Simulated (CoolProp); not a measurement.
Vapour-liquid equilibrium of R134a (1) + R227EA (2) at 0.153 bar; x and y are mole fractions of (1).

The numbers come from the multi-fluid Helmholtz-energy mixture model, Tillner-Roth 1994 and Lemmon 2016; pair parameters Bell 2016 in CoolProp.

```
x     bubble temperature (K)  y at the bubble point  dew temperature at overall composition x (K)  liquid density (mol/L)
----  ----------------------  ---------------------  --------------------------------------------  ----------------------
0.05                   219.7                  0.094                                         220.0                     ___
0.2                      ___                  0.321                                         218.8                   10.51
0.35                   216.2                  0.491                                         217.4                   11.10
0.5                    215.0                  0.626                                         216.1                     ___
0.65                   214.1                  0.742                                         214.8                   12.47
0.8                    213.3                    ___                                         213.7                     ___
0.95                   212.7                  0.961                                         212.8                   14.15
```

Task: Fill in the missing entries.

Result: 
- 0.05, liquid density (mol/L): 9.957
- 0.2, bubble temperature (K): 217.7
- 0.5, liquid density (mol/L): 11.75
- 0.8, y at the bubble point: 0.851
- 0.8, liquid density (mol/L): 13.26

No azeotrope shows between x = 0.05 and 0.95.

Pair parameters are fitted to limited data, so mixtures are less certain than the pure fluids.
